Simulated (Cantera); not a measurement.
Feed: 1 mol C3H6, 3.9 mol H2O, at 1625 K and 0.100 bar.

Equilibrium computed with Cantera from the NASA thermochemical tables; the gas is ideal and each condensed phase is pure. Candidate condensed phases: C, C6H6, C7H8, C8H18, H2O; 110 gas species. Kinetics and transport are ignored.

Base state: H2 0.618, CO 0.291, H2O 0.0789, CO2 0.0120, H 0.000175 (mole fractions); condensed: gas only.

Q: What changes in the equilibrium state with this change: H2O from 3.9 to 0.15 mol?

A: 
```
species             before     after
----------------  --------  --------
H2                   0.618     0.954
CO                   0.291    0.0455
H                 0.000175  0.000218
H2O                 0.0789   3.24e-6
CO2                 0.0120   4.97e-8
C2H2 (acetylene)     <1e-9   3.39e-5
CH4                9.57e-9  0.000134
C(graphite), mol         0      2.85
```
